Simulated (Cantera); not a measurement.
A perfectly stirred reactor is fed with NH3 : H2 = 1 : 0.21 (molar parts), at 0.188 atm; it is held at 2275 K, and followed from long to short residence time.

Detailed kinetics in Cantera: the gas-phase N/H chemistry of the illustrative SiF4/NH3 mechanism in the Surface Chemkin manual (1991). Walls and surfaces, which speed up NH3 decomposition in real reactors, are not modelled.

Problem. What does this change do: temperature 2275 to 1975 K?

Solution. 
```tsv
quantity	before	after
x(NH3) at τ = 0.680 s	0.00635	0.166
x(H2) at τ = 0.680 s	0.764	0.653
x(H) at τ = 0.680 s	0.00580	0.000476
x(NH) at τ = 0.680 s	2.57e-5	8.53e-6
x(N2H4) at τ = 0.680 s	2.86e-10	1.31e-8
x(NH3) at τ = 6.90 ms	0.481	0.793
x(H2) at τ = 6.90 ms	0.422	0.197
x(H) at τ = 6.90 ms	0.000696	8.47e-5
x(NH) at τ = 6.90 ms	7.49e-5	1.13e-5
x(N2H4) at τ = 6.90 ms	7.65e-8	1.03e-7
```
